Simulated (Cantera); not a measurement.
A closed system holds: 1 mol SiO2, 2.1 mol CO, 0.51 mol H2, at 2.00 bar.

Points: T (K) = 1150, 1225, 1300, 1375, 1450, 1525, 1600, 1675, 1750, 1825, 1900, 1975, 2050, 2125.

Cantera's Mixture.equilibrate('TP', solver="vcs", rtol=1e-11, max_steps=5000) on the NASA tables stopped like this:

```
ERROR: FAILURE its = 5001!

*******************************************************************************
CanteraError thrown by MultiPhase::equilibrate:
VCS solver failed. Return code: -1
*******************************************************************************
```

Task: What got this run through?

Result: Several could match; the one computed here: The failure is numerical, not chemical. The same input converged with solver="gibbs", rtol=1e-10, max_steps=50000, and the result passed a check of the equilibrium conditions:
```
log10 of partial pressures in bar; condensed amounts in mol
       T/K        CO        H2       CO2       H2O       SiO       CH4         H C2H2,acet     C(gr) SiO2(hqz)   SiO2(L)
      1150     0.176    -0.420    -1.051    -1.572   -13.392    -2.470    -7.337    -7.832    0.1382         1         0
      1225     0.196    -0.415    -1.482    -1.926   -11.510    -2.713    -6.714    -7.205   0.05468         1         0
      1300     0.202    -0.413    -1.882    -2.250    -9.839    -2.930    -6.162    -6.652    0.0227         1         0
      1375     0.205    -0.411    -2.243    -2.543    -8.351    -3.125    -5.671    -6.161   0.01016         1         0
      1450     0.206    -0.410    -2.568    -2.807    -7.019    -3.301    -5.229    -5.722  0.004895         1         0
      1525     0.206    -0.409    -2.860    -3.045    -5.821    -3.460    -4.831    -5.327  0.002507         1         0
      1600     0.206    -0.409    -3.124    -3.261    -4.739    -3.605    -4.469    -4.969  0.001319         1         0
      1675     0.206    -0.409    -3.363    -3.457    -3.756    -3.737    -4.140    -4.645 0.0004918    0.9998         0
      1750     0.206    -0.409    -3.332    -3.389    -3.116    -4.105    -3.838    -4.845         0         0     0.999
      1825     0.206    -0.410    -3.060    -3.083    -2.777    -4.688    -3.561    -5.516         0         0    0.9978
      1900     0.205    -0.411    -2.791    -2.783    -2.487    -5.243    -3.306    -6.172         0         0    0.9957
      1975     0.204    -0.413    -2.540    -2.506    -2.222    -5.760    -3.071    -6.782         0         0    0.9921
      2050     0.203    -0.418    -2.309    -2.252    -1.978    -6.242    -2.853    -7.349         0         0    0.9862
      2125     0.200    -0.424    -2.095    -2.018    -1.754    -6.695    -2.652    -7.879         0         0    0.9768
```

The gas is ideal and each condensed phase is pure. The tables hold silica as quartz up to 1696 K and as liquid above; real silica turns to tridymite and cristobalite and melts near 1996 K. Gases not in the tables: Si(OH)4.
